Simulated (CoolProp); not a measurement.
Computed with CoolProp (reference Helmholtz-energy equation of state, Thol 2021).

Q: Give the vapour pressure (MPa), liquid density (kg/m³), vapour density (kg/m³), enthalpy of vaporisation (kJ/kg) of saturated chlorine at 315.8, 328.1 K.

A: 
```json
[
 {"T (K)": "315.8", "p (MPa)": "1.22", "liquid density (kg/m³)": "1340", "vapour density (kg/m³)": "38.4", "enthalpy of vaporisation (kJ/kg)": "233"},
 {"T (K)": "328.1", "p (MPa)": "1.62", "liquid density (kg/m³)": "1290", "vapour density (kg/m³)": "50.9", "enthalpy of vaporisation (kJ/kg)": "222"}
]
```
